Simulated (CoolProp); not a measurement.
Vapour-liquid equilibrium of acetone (1) + cyclohexane (2) at 0.708 MPa; x and y are mole fractions of (1).

The numbers come from the multi-fluid Helmholtz-energy mixture model, Lemmon 2006 and Zhou 2014; pair parameters Bell 2016 in CoolProp.

Give the bubble temperature and the first vapour's composition at x = 0.05, 0.2, 0.35. Is there an azeotrope?

x = 0.05: 426.0 K, y = 0.187; x = 0.2: 410.7 K, y = 0.453; x = 0.35: 404.5 K, y = 0.565. y crosses x between x = 0.8 and 0.95: the model has an azeotrope there.

Pair parameters are fitted to limited data, so mixtures are less certain than the pure fluids.
